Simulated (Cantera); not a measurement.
Mixture: CH3OH : O2 : N2 = 1 : 1.15 : 4.62 (molar parts), at 1.01 bar, adiabatic and at constant pressure. Ignition delay is the time to a rise of 400 K.

Detailed kinetics in Cantera: GRI-Mech 3.0 (53 species, 325 reactions). GRI-Mech 3.0 was tuned for natural gas; its chemistry of methanol as a main component is partial and can be far from experiment.

```csv
quantity,before,after
delay at 1275 K,2.85 ms,0.204 ms
delay at 1425 K,0.438 ms,28.7 µs
delay at 1575 K,0.107 ms,6.41 µs
delay at 1725 K,36.4 µs,2.01 µs
delay at 1875 K,15.4 µs,0.788 µs
apparent activation energy between 1800 and 1950 K,150 kJ/mol,170 kJ/mol
```

Q: What was changed between the two runs?
A. pressure from 1.01 bar to 7.70 bar
B. N2 4.62 to 8.6 parts
C. constant volume in place of constant pressure
D. pressure from 1.01 bar to 30.0 bar

A: D, pressure from 1.01 bar to 30.0 bar
